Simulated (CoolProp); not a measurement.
R407C at 294.94 K and 2.84 MPa is throttled through a valve to 1.02 MPa with no heat exchange. Each further row changes one setting.

The numbers come from the reference Helmholtz-energy equation of state, Lemmon 2003 in CoolProp. It is a pseudo-pure fit of the blend.

```tsv
case	temperature change (K)	final phase	final density (kg/m³)
as stated	-2.3	two-phase, vapour fraction 0.018	794
outlet pressure 0.306 MPa	-37.8	two-phase, vapour fraction 0.246	52.1
outlet pressure 1.33 MPa	-0.1	liquid	1150
```
